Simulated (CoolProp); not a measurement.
Saturated liquid density (kg/m³) of tetradecamethylhexasiloxane (MD4M): the reference equation beside estimates from Tc = 380.0 °C, pc = 8.286 bar, ω = 0.800. Rackett uses Z = 0.29056 − 0.08775 ω.

Values from CoolProp's reference Helmholtz-energy equation of state, Thol 2019.

| T (°C) | reference | Rackett | van der Waals | Redlich-Kwong |
|---|---|---|---|---|
| 76.55 | 836.7 | 1071 | 449.8 | 666.2 |
| 93.85 | 819.7 | 1050 | 442.6 | 654.0 |
| 111.15 | 802.6 | 1028 | 435.0 | 641.2 |
| 128.45 | 785.3 | 1005 | 427.2 | 627.8 |
| 145.75 | 767.7 | 982.2 | 419.1 | 613.6 |
| 163.05 | 749.8 | 958.5 | 410.6 | 598.7 |
| 180.35 | 731.4 | 934.0 | 401.7 | 583.0 |
| 197.65 | 712.4 | 908.6 | 392.3 | 566.3 |
| 214.95 | 692.8 | 882.2 | 382.4 | 548.7 |
| 232.25 | 672.4 | 854.6 | 372.0 | 529.9 |
| 249.55 | 651.0 | 825.5 | 360.8 | 509.8 |
| 266.85 | 628.3 | 794.8 | 348.8 | 488.2 |

Absolute difference from the reference over all 12 rows, mean and median: Rackett 27.6 and 27.8 %, van der Waals 45.2 and 45.2 %, Redlich-Kwong 20.6 and 20.3 %.
